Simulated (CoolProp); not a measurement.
Model: reference Helmholtz-energy equation of state, Lemmon 2006, in CoolProp. It is a short technical equation, of lower accuracy than the large ones.

For n-decane, give the phase and the cv (kJ/(kg K)), speed of sound (m/s), viscosity (µPa s) at 593.5 K and 0.756 bar; 593.5 K and 1.72 bar; 593.5 K and 105 bar.


- 593.5 K and 0.756 bar: gas; cv 2.78, speed of sound 185, viscosity 10.2
- 593.5 K and 1.72 bar: gas; cv 2.78, speed of sound 182, viscosity 10.2
- 593.5 K and 105 bar: liquid; cv 2.88, speed of sound 478, viscosity 104

Viscosity comes from a separate model (Huber 2004).
